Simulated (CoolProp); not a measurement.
Saturation properties of fluorine.

Computed with CoolProp (reference Helmholtz-energy equation of state, de Reuck 1990).

```csv
T (°C),p (MPa),vapour density (kg/m³)
-193.15,0.05467,3.195
-186.35,0.1235,6.769
-179.65,0.2431,12.68
-172.85,0.4380,21.99
-166.05,0.7296,35.76
-159.35,1.135,55.15
-152.55,1.690,83.05
-145.85,2.405,122.7
-139.05,3.334,184.3
```

It boils at -188.1 °C under 1 atm.
